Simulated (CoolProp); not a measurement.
Values from CoolProp's reference Helmholtz-energy equation of state, Thol 2018.

### Question
Give the vapour pressure (MPa), liquid density (kg/m³), vapour density (kg/m³) of saturated hydrogen chloride at -25.05, 46.35 °C.

### Answer
```tsv
T (°C)	p (MPa)	liquid density (kg/m³)	vapour density (kg/m³)
-25.05	1.26	1020	26.5
46.35	7.48	626	250
```
